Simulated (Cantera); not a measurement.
Input: 1 mol Fe2O3, 1.7 mol CH4, 15 mol H2, 0.4 mol C, at 0.0133 bar.

Cantera equilibrium calculation (NASA polynomials, part measured and part estimated; ideal gas, pure solids and liquids). Candidate condensed phases: C, C6H6, C7H8, C8H18, Fe, Fe(CO)5, FeO, Fe(OH)2, Fe(OH)3, Fe2O3, Fe3O4, H2O; 114 gas species. Rates play no part.

x: gas mole fraction; n: condensed amount in mol.

| T (°C) | x H2 | x CO | x Fe | x H2O | x H | x CO2 | x OH | n Fe(γ) | n Fe(δ) | n Fe(l) |
|---|---|---|---|---|---|---|---|---|---|---|
| 1375 | 0.854 | 0.101 | 0.000196 | 0.0423 | 0.000713 | 0.00156 | 1.59e-6 | 2.00 | 0 | 0 |
| 1425 | 0.854 | 0.101 | 0.000457 | 0.0424 | 0.00116 | 0.00147 | 2.95e-6 | 0 | 1.99 | 0 |
| 1475 | 0.852 | 0.101 | ___ | 0.0424 | ___ | 0.00139 | ___ | 0 | 1.98 | 0 |
| 1525 | 0.851 | 0.101 | ___ | 0.0424 | ___ | 0.00132 | ___ | 0 | 1.96 | 0 |
| 1575 | 0.847 | 0.101 | 0.00428 | 0.0423 | 0.00423 | 0.00125 | 1.55e-5 | 0 | 0 | 1.91 |
| 1625 | 0.842 | 0.100 | 0.00815 | 0.0422 | 0.00621 | 0.00119 | 2.55e-5 | 0 | 0 | 1.83 |
| 1675 | 0.834 | 0.0993 | 0.0150 | 0.0419 | 0.00894 | 0.00114 | 4.06e-5 | 0 | 0 | 1.69 |
| 1725 | 0.820 | 0.0980 | 0.0267 | 0.0413 | 0.0126 | 0.00108 | 6.30e-5 | 0 | 0 | 1.43 |
| 1775 | 0.799 | 0.0958 | 0.0463 | 0.0403 | 0.0173 | 0.00102 | 9.53e-5 | 0 | 0 | 0.995 |
| 1825 | 0.767 | 0.0923 | 0.0778 | 0.0388 | 0.0233 | 0.000946 | 0.000140 | 0 | 0 | 0.245 |
| 1875 | 0.751 | 0.0910 | 0.0874 | 0.0381 | 0.0313 | 0.000904 | 0.000204 | 0 | 0 | 0 |

### Question
Some entries are withheld; supply them.

### Answer

- 1475, x Fe: 0.00101
- 1475, x H: 0.00183
- 1475, x OH: 5.30e-6
- 1525, x Fe: 0.00215
- 1525, x H: 0.00281
- 1525, x OH: 9.22e-6
